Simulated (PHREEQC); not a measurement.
HF is added in steps, without added water, to 1 kg of water holding 0.0074 mol Pb(NO3)2 and 0.0004 mol HNO3, at 25 °C. Oxygen is held at 0.21 atm. CO2 from the air is kept out. Solids allowed: PbF2, Litharge. Others were left out.

Base run: PHREEQC, ion-association model, wateq4f.dat. Each further column changes one thing. The table gives F- (mol/kgw).

```
HF added (mol)     base  metal-ligand complexes left out  Davies equation for every ion  all activity coefficients set to 1  Debye-Hückel limiting law
--------------  -------  -------------------------------  -----------------------------  ----------------------------------  -------------------------
0                     0                                0                              0                                   0                          0
0.003833        0.00124                          0.00129                        0.00125                                 ___                    0.00129
0.007667        0.00191                          0.00199                        0.00193                                 ___                    0.00199
0.0115          0.00242                          0.00251                        0.00244                                 ___                    0.00252
0.01533         0.00284                          0.00294                        0.00286                                 ___                    0.00296
0.01917         0.00319                          0.00331                        0.00322                             0.00252                    0.00333
0.023           0.00350                          0.00356                        0.00353                                 ___                    0.00366
```

What belongs in the gaps?


- 0.003833, all activity coefficients set to 1: 0.00107
- 0.007667, all activity coefficients set to 1: 0.00165
- 0.0115, all activity coefficients set to 1: 0.00208
- 0.01533, all activity coefficients set to 1: 0.00243
- 0.023, all activity coefficients set to 1: 0.00257

wateq4f.dat counts part of the HF as a dimer, H2F2, which phreeqc.dat doesn't know; its constant is uncertain.
